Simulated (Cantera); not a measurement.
A perfectly stirred reactor is fed with 34.4 % H₂, 39.5 % O₂, 26.1 % N₂, equivalence ratio 0.43, at 45000 Pa; it is held at 1050 K, and followed from long to short residence time.

Computed with Cantera and GRI-Mech 3.0 (53 species, 325 reactions). The temperature is held fixed by assumption; the heat of reaction is taken as removed at once.

x: mole fraction; the columns are a selection and need not sum to one.

```json
[
 {"τ (s)": "4.5", "x H₂": "0.00248", "x O₂": "0.271", "x N₂O": "…", "x H₂O": "0.412", "x H₂O₂": "2.68e-5"},
 {"τ (s)": "1.3", "x H₂": "0.00564", "x O₂": "0.272", "x N₂O": "…", "x H₂O": "0.408", "x H₂O₂": "7.54e-5"},
 {"τ (s)": "0.37", "x H₂": "0.0125", "x O₂": "0.274", "x N₂O": "…", "x H₂O": "0.400", "x H₂O₂": "0.000174"},
 {"τ (s)": "0.11", "x H₂": "0.0233", "x O₂": "0.278", "x N₂O": "…", "x H₂O": "0.387", "x H₂O₂": "0.000263"},
 {"τ (s)": "0.031", "x H₂": "0.0326", "x O₂": "0.281", "x N₂O": "…", "x H₂O": "0.376", "x H₂O₂": "0.000210"},
 {"τ (s)": "0.0090", "x H₂": "0.0389", "x O₂": "0.284", "x N₂O": "…", "x H₂O": "0.368", "x H₂O₂": "0.000102"},
 {"τ (s)": "0.0026", "x H₂": "0.0501", "x O₂": "0.287", "x N₂O": "…", "x H₂O": "0.354", "x H₂O₂": "4.66e-5"}
]
```

Problem. What belongs in the gaps?

Solution. 
- 4.5, x N₂O: 1.68e-7
- 1.3, x N₂O: 1.22e-7
- 0.37, x N₂O: 7.74e-8
- 0.11, x N₂O: 4.87e-8
- 0.031, x N₂O: 3.57e-8
- 0.0090, x N₂O: 2.95e-8
- 0.0026, x N₂O: 2.24e-8
